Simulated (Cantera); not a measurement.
Standard-state values (1 bar) from the NASA 1993 polynomials, evaluated with Cantera. Values are per mole of reaction as written; species without (g) are pure solids or liquids, kept so even where they would boil at 1 bar.

Question: Between 300 and 1975 K, where is each reaction favourable under standard conditions?
- Si(CH3)4(g) + SiC2(g) → 2 Si + 3 C2H4(g)

Answer: 
- Si(CH3)4(g) + SiC2(g) → 2 Si + 3 C2H4(g): ΔG° is -200 kJ at 300 K and -362 kJ at 1975 K; it stays negative (K > 1). ΔH° is -79 kJ and ΔS° 144 J/K at 1975 K.
